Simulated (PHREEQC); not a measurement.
LiOH is added in steps, without added water, to 1 kg of water holding 7.2 mmol/kgw CaCl2, 0.76 mmol/kgw Na2CO3 and 0.78 mmol/kgw NaCl, at 25 °C. Oxygen alone is held at its pressure in air (log pO2 = -0.68). The system is closed to CO2. Solids allowed: Aragonite, Halite. Others were left out.

Base run: PHREEQC, ion-association model, phreeqc.dat. Each further column changes one thing. The table gives C in solution (mol/kgw).

```tsv
LiOH added (mol)	base	Debye-Hückel limiting law	database wateq4f.dat	metal-ligand complexes left out	database pitzer.dat
0	2.98e-5	3.25e-5	2.96e-5	2.15e-5	1.77e-5
9.75e-05	1.38e-5	1.54e-5	1.38e-5	5.88e-6	4.25e-6
0.000195	1.19e-5	1.31e-5	1.19e-5	4.08e-6	2.99e-6
0.0002925	1.13e-5	1.23e-5	1.12e-5	3.45e-6	2.56e-6
0.00039	1.09e-5	1.19e-5	1.09e-5	3.14e-6	2.34e-6
0.0004875	1.08e-5	1.17e-5	1.07e-5	2.95e-6	2.22e-6
0.000585	1.06e-5	1.16e-5	1.06e-5	2.83e-6	2.13e-6
0.000715	1.05e-5	1.14e-5	1.05e-5	2.72e-6	2.06e-6
0.0008125	1.04e-5	1.13e-5	1.04e-5	2.66e-6	2.02e-6
0.00091	1.04e-5	1.13e-5	1.04e-5	2.62e-6	1.99e-6
0.001007	1.04e-5	1.13e-5	1.03e-5	2.58e-6	1.97e-6
0.001105	1.03e-5	1.12e-5	1.03e-5	2.55e-6	1.95e-6
0.001203	1.03e-5	1.12e-5	1.03e-5	2.53e-6	1.94e-6
0.0013	1.03e-5	1.12e-5	1.03e-5	2.51e-6	1.93e-6
```

 pitzer.dat has no redox and few complexes: it carries them in its interaction parameters. phreeqc.dat and wateq4f.dat share most of their constants, so their agreement is no independent check. Solids allowed in the column 'database wateq4f.dat': Aragonite, Portlandite, Halite, Nahcolite, Natron. Solids allowed in the column 'database pitzer.dat': Calcite, Gaylussite, Halite, Nahcolite, Natron, Pirssonite, Portlandite, Trona.
